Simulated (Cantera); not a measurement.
Cantera run:

```python
import numpy as np
import cantera as ct

gas_names = """
    H HNO HNO2 HNO3 HO2 H2 H2O H2O2 N NH NH2 NH3 NH2OH NO NO2 NO3 N2 N2H2 N2H4 N2O O OH O2 O3 Si SiH
    SiH2 SiH3 SiH4 SiN SiO SiO2 Si2 Si2N Si3
""".split()
cond_names = """
    H2O(s) H2O(L) Si(cr) Si(L) SiO2(Lqz) SiO2(hqz) SiO2(L) Si2N2O(s) Si3N4(a)
""".split()


def load(file, names, dense=False):
    # The tables refer to 1 bar. Condensed volumes are neglected.
    table = {s.name: s for s in ct.Species.list_from_file(file)}
    out = []
    for n in names:
        d = dict(table[n].input_data)
        d["thermo"] = dict(d["thermo"], **{"reference-pressure": 1e5})
        if dense:
            d["equation-of-state"] = {"model": "constant-volume", "density": "1e6 g/cm^3"}
        out.append(ct.Species.from_dict(d))
    return out


gas = ct.Solution(thermo="ideal-gas", species=load("nasa_gas.yaml", gas_names))
cond = {s.name: ct.Solution(thermo="fixed-stoichiometry", species=[s], name=s.name)
        for s in load("nasa_condensed.yaml", cond_names, dense=True)}
atoms = {
    'SiH4': {'Si': 1, 'H': 4},
    'O2': {'O': 2},
    'N2': {'N': 2},
}
top_T = {'Si2N2O(s)': 2100, 'Si3N4(a)': 2400}  # K; cautious upper limits of use, not melting points


def equilibrate(T, P, feed):
    n = {}
    for name, mol in feed.items():
        for a, k in atoms[name].items():
            n[a] = n.get(a, 0.0) + k * mol
    gas.TPX = T, P, n
    mass = sum(n.values()) * gas.mean_molecular_weight
    gas.equilibrate("TP")
    valid = [c for c in cond.values() if c.min_temp <= T <= top_T.get(c.name, c.max_temp)]
    mix = ct.Mixture([(gas, mass / gas.mean_molecular_weight)] + [(c, 0.0) for c in valid])
    mix.T, mix.P = T, P
    mix.equilibrate("TP", solver="vcs", rtol=1e-11, max_steps=5000)
    return mix


results = []
T = 1848.15  # K
P = 560  # Pa
for m in [0.064, 0.12, 0.24, 0.45, 0.88, 1.7, 3.2, 6.2, 12]:
    feed = {'SiH4': 1, 'O2': m, 'N2': 1.5}  # mol
    mix = equilibrate(T, P, feed)
    results.append((T, P, feed, dict(zip(mix.species_names, mix.species_moles))))

top = {s: max(r[3][s] / sum(r[3][g] for g in gas_names) for r in results) for s in gas_names}
cols = sorted((s for s in top if top[s] > 0.001), key=lambda s: -top[s])[:6]
seen = [c for c in cond_names if any(r[3].get(c, 0) > 1e-12 for r in results)]
print("log10 of partial pressures in bar; condensed amounts in mol")
print(f"{'n(O2)':>10s}" + "".join(f"{s[:9]:>10s}" for s in cols + seen))
for T, P, feed, n in results:
    ng = sum(n[g] for g in gas_names)
    print(f"{feed['O2']:10.4g}" + "".join(f"{np.log10(max(n[s] / ng * P / 1e5, 1e-99)):10.3f}" for s in cols)
          + "".join(f"{n.get(c, 0):10.4g}" for c in seen))
```

Output:

```
log10 of partial pressures in bar; condensed amounts in mol
     n(O2)        O2        H2        N2       H2O       SiO        OH     Si(L)   SiO2(L)
     0.064   -21.518    -2.514    -2.637    -9.194    -3.706   -12.346    0.8672         0
      0.12   -20.999    -2.527    -2.650    -8.948    -3.446   -12.092    0.7551         0
      0.24   -20.451    -2.554    -2.677    -8.701    -3.172   -11.832    0.5148         0
      0.45   -19.992    -2.598    -2.721    -8.515    -2.943   -11.624   0.09428         0
      0.88   -11.878    -2.536    -2.653    -4.396    -3.402    -7.536         0    0.7329
       1.7    -7.414    -3.023    -2.621    -2.651    -5.634    -5.548         0    0.9985
       3.2    -2.852    -5.282    -2.751    -2.629    -7.915    -4.396         0         1
       6.2    -2.520    -5.664    -2.968    -2.845    -8.081    -4.421         0         1
        12    -2.386    -5.977    -3.214    -3.091    -8.148    -4.511         0    0.9999
```

Method: chemical equilibrium by Gibbs-energy minimisation in Cantera with the NASA 1993 tables (ideal gas, pure condensed phases). The tables' values for SiN are old estimates; treat these amounts as uncertain. The tables hold silica as quartz up to 1696 K and as liquid above; real silica turns to tridymite and cristobalite and melts near 1996 K. Gases not in the tables: Si2H6 and higher silanes.
